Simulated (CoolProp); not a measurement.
Vapour-liquid equilibrium of cyclohexane (1) + n-dodecane (2) at 150.35 °C; x and y are mole fractions of (1).

Values from CoolProp's multi-fluid Helmholtz-energy mixture model, Zhou 2014 and Lemmon 2004; pair parameters Bell 2016.

```
x     bubble pressure, mixture model (bar)  bubble pressure, Raoult's law (bar)  y, mixture model  y, Raoult's law
----  ------------------------------------  -----------------------------------  ----------------  ---------------
0.05                                0.3491                               0.4250             0.573            0.655
0.15                                0.7654                               0.9665             0.821            0.864
0.25                                 1.219                                1.508                 ?            0.923
0.35                                 1.711                                2.050                 ?            0.951
0.45                                 2.238                                2.591             0.957            0.967
0.55                                     ?                                3.133                 ?            0.978
0.65                                     ?                                3.674             0.981            0.985
0.75                                     ?                                4.216                 ?            0.991
0.85                                     ?                                4.757             0.994            0.995
0.95                                 5.254                                5.299             0.998            0.999
```

Question: Some entries are withheld; supply them.

Answer: 
- 0.25, y, mixture model: 0.898
- 0.35, y, mixture model: 0.936
- 0.55, bubble pressure, mixture model (bar): 2.798
- 0.55, y, mixture model: 0.972
- 0.65, bubble pressure, mixture model (bar): 3.386
- 0.75, bubble pressure, mixture model (bar): 3.996
- 0.75, y, mixture model: 0.989
- 0.85, bubble pressure, mixture model (bar): 4.621

The largest gap from Raoult's law is -20.8 % in bubble pressure, at x = 0.15. No azeotrope shows between x = 0.05 and 0.95.

The pair parameters rest on a limited set of measurements; away from them the model extrapolates.
